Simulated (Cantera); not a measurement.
Feed: 1 mol HMDSO, 0.83 mol CO2, 4.1 mol N2, at 443 Torr.

Equilibrium computed with Cantera from the NASA thermochemical tables; the gas is ideal and each condensed phase is pure. Candidate condensed phases: C, C6H6, C7H8, C8H18, H2O, Si, SiC, SiO2, Si2N2O, Si3N4; 151 gas species. The feed counts by its element totals alone. N2 is the only nitrogen source here; it is nearly inert below about 1500 K, so the nitride shown seldom forms there in practice. Equilibrium is a limit: real reactors are often held back by kinetics, nucleation or transport.

Q: At 973 K, list the 4 most abundant gas species with their mole fractions, and the condensed phases.

A: H2 0.668, N2 0.298, CH4 0.0338, CO 0.000199. Condensed: C(graphite) + SiO2(β-quartz) + Si2N2O(s).
